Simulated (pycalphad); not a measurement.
Source of the numbers: pycalphad with the COST 507 light-alloy database (1999); pressure 1 atm. The data set is of 1999 and partly superseded. Phase fractions are per mole of atoms.

Task: Give the equilibrium state of Al-0.86Si-10.27Mg (at.%) at 650 K.

Result: 
```
T = 650.00 K, P = 101325 Pa, N = 1 mol of atoms
G = -24181 J/mol, H = 9507 J/mol, S = 51.83 J/(mol K)  (SER reference)
chemical potentials (J/mol): Al -22800, Si -58879, Mg -33222
phase             fraction      x(Al)      x(Si)      x(Mg)
FCC_A1              0.9742     0.9122   7.32e-07     0.0878
MG2SI               0.0258       none     0.3333     0.6667
```

Task: Give the equilibrium state of Al-0.86Si-10.27Mg (at.%) at 450 K.

Result: 
```
T = 450.00 K, P = 101325 Pa, N = 1 mol of atoms
G = -14875 J/mol, H = 3359 J/mol, S = 40.52 J/(mol K)  (SER reference)
chemical potentials (J/mol): Al -13679, Si -58566, Mg -21565
phase             fraction      x(Al)      x(Si)      x(Mg)
FCC_A1              0.8201     0.9688   7.43e-11     0.0312
ALMG_BETA           0.1541     0.6114       none     0.3886
MG2SI               0.0258       none     0.3333     0.6667
```

Database names, with the compositions (at.%) that they take in these runs: MG2SI: Mg 67 Si 33; ALMG_BETA: Al 61 Mg 39. FCC_A1 is fcc. An entry "none" or "no" means that the model of the phase leaves that element out.
